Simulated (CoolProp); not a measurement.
The fluid at 293.15 K and 0.409 MPa expands adiabatically to 0.125 MPa with isentropic efficiency 1. The same conditions are run with several fluids, on thermodynamics alone (safety and materials aside).

Model: reference Helmholtz-energy equation of state of each fluid (C3F8 (R218): Lemmon 2006; CH2F2 (R32): Tillner-Roth 1997; carbonyl sulfide: Lemmon 2006; R507A: Lemmon 2003; R13: Platzer 1990), in CoolProp. The equations of Platzer and Polt are older, rougher fits. Blends and air are pseudo-pure fits.

| fluid | work (kJ/kg) | final temperature (K) | final phase | final density (kg/m³) |
|---|---|---|---|---|
| C3F8 (R218) | 13.8 | 271.0 | gas | ? |
| CH2F2 (R32) | 46.9 | 229.3 | gas | ? |
| carbonyl sulfide | 40.8 | 227.6 | two-phase, vapour fraction 0.998 | 4.11 |
| R507A | 25.9 | 256.8 | gas | ? |
| R13 | 24.8 | 249.3 | gas | 6.43 |

**Question.** Some entries are withheld; supply them.

**Answer.** 
- C3F8 (R218), final density (kg/m³): 10.8
- CH2F2 (R32), final density (kg/m³): 3.57
- R507A, final density (kg/m³): 6.00
